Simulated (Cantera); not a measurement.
A perfectly stirred reactor is fed with CH4 : O2 : N2 = 1 : 1.67 : 6.27 (molar parts), equivalence ratio 1.2, at 7500 Torr; it is adiabatic with a 498 K inlet, and is followed from long to short residence time, starting on the burning branch (τ in s: 0.044, 0.023, 0.012, 0.0061, 0.0031, 0.0016, 0.00084, 0.00043, 0.00022, 0.00012, 5.9e-05, 3.1e-05, 1.6e-05).

Cantera simulation using GRI-Mech 3.0 (53 species, 325 reactions); the numbers are that mechanism's predictions, not measurements.

Task: What does this change do: inlet temperature 498 to 725 K?

Result: 
```csv
quantity,before,after
"blow-out, bracketed by the residence times tried","burning at 59.0 µs, out at 31.0 µs","burning at 16.0 µs, the shortest tried"
x(CH4) at τ = 44.0 ms,1.92e-5,4.03e-6
x(O2) at τ = 44.0 ms,6.61e-5,0.000150
x(C2H6) at τ = 44.0 ms,2.49e-10,8.92e-12
x(HCN) at τ = 44.0 ms,1.76e-6,7.49e-7
x(CH2CO) at τ = 44.0 ms,3.37e-8,7.88e-9
x(CH4) at τ = 0.840 ms,0.000207,7.83e-5
x(O2) at τ = 0.840 ms,0.00104,0.000935
x(C2H6) at τ = 0.840 ms,5.65e-8,4.56e-9
x(HCN) at τ = 0.840 ms,2.89e-5,1.50e-5
x(CH2CO) at τ = 0.840 ms,1.07e-6,2.77e-7
```

Task: What does this change do: CH4 1 to 1.5 parts?

Result: 
```csv
quantity,before,after
"blow-out, bracketed by the residence times tried","burning at 59.0 µs, out at 31.0 µs","burning at 0.430 ms, out at 0.220 ms"
x(CH4) at τ = 44.0 ms,1.92e-5,0.00819
x(O2) at τ = 44.0 ms,6.61e-5,0.000289
x(C2H6) at τ = 44.0 ms,2.49e-10,6.13e-6
x(HCN) at τ = 44.0 ms,1.76e-6,5.04e-6
x(CH2CO) at τ = 44.0 ms,3.37e-8,1.32e-5
x(CH4) at τ = 0.840 ms,0.000207,0.0231
x(O2) at τ = 0.840 ms,0.00104,0.00897
x(C2H6) at τ = 0.840 ms,5.65e-8,0.000185
x(HCN) at τ = 0.840 ms,2.89e-5,3.33e-6
x(CH2CO) at τ = 0.840 ms,1.07e-6,0.000238
```
